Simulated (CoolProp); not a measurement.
The fluid at 467.33 K and 4.94 MPa is throttled through a valve to 2.76 MPa with no heat exchange. The same conditions are run with several fluids, on thermodynamics alone (safety and materials aside).

The numbers come from the reference Helmholtz-energy equation of state of each fluid (cyclopentane: Gedanitz 2015; o-xylene: Zhou 2012; octamethyltrisiloxane (MDM): Thol 2017; isohexane: Lemmon 2006; dimethyl carbonate: Zhou 2011) in CoolProp.

| fluid | temperature change (K) | final density (kg/m³) |
|---|---|---|
| cyclopentane | -1.1 | 524 |
| o-xylene | … | … |
| octamethyltrisiloxane (MDM) | … | 636 |
| isohexane | -1.5 | 446 |
| dimethyl carbonate | … | 812 |

### Question
Complete the blanks.

### Answer

- o-xylene, temperature change (K): +0.4
- o-xylene, final density (kg/m³): 723
- octamethyltrisiloxane (MDM), temperature change (K): +0.2
- dimethyl carbonate, temperature change (K): -0.1
